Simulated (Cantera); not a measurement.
A closed system holds: 1 mol Si₃N₄, 0.11 mol O₂, 7.6 mol N₂, equilibrated at 1550 K.

Equilibrium computed with Cantera from the NASA thermochemical tables; the gas is ideal and each condensed phase is pure. Candidate condensed phases: Si, SiO₂, Si₂N₂O, Si₃N₄; 16 gas species. Mutual solubility and eutectic melting of coexisting phases are not modelled. Kinetics and transport are ignored.

### Question
Which condensed phases are stable at each of these points (P (Pa)): 1, 3.60, 13, 46, 170, 600, 2200, 7700, 28000, 100000?

### Answer
| P (Pa) | condensed phases | Si condensed (%) |
|---|---|---|
| 1 | Si(s) | 91.6 |
| 3.60 | Si(s) | 92.4 |
| 13 | Si₂N₂O(s) + Si₃N₄(s) | 94.3 |
| 46 | Si₂N₂O(s) + Si₃N₄(s) | 99.0 |
| 170 | Si₂N₂O(s) + Si₃N₄(s) | 99.8 |
| 600 | Si₂N₂O(s) + Si₃N₄(s) | 100.0 |
| 2200 | Si₂N₂O(s) + Si₃N₄(s) | 100.0 |
| 7700 | Si₂N₂O(s) + Si₃N₄(s) | 100.0 |
| 28000 | Si₂N₂O(s) + Si₃N₄(s) | 100.0 |
| 100000 | Si₂N₂O(s) + Si₃N₄(s) | 100.0 |

From 1.00e-5 bar to 3.60e-5 bar the condensed part is Si(s). From 0.000130 bar to 1.00 bar the condensed part is Si₂N₂O(s) + Si₃N₄(s).
